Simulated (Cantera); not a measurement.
A closed system holds: 1 mol Fe3O4, 420 mol H2, 0.071 mol H2O, equilibrated at 875 K and 210 Torr.

These are equilibrium values from Cantera (NASA tables, ideal gas, pure condensed phases), not measurements of a reactor. Candidate condensed phases: Fe, FeO, Fe(OH)2, Fe(OH)3, Fe2O3, Fe3O4, H2O; 12 gas species. The numbers say what is thermodynamically allowed, not how fast it happens.

Base state: H2 0.990, H2O 0.00969 (mole fractions); condensed: Fe(α).

Q: What changes in the equilibrium state with this change: temperature from 875 K to 2123 K?

A: 
```tsv
species	before	after
H2	0.990	0.979
H2O	0.00969	0.00960
H	<1e-9	0.00671
Fe	<1e-9	0.00476
Fe(α), mol	3.00	0
Fe(l), mol	0	0.983
```
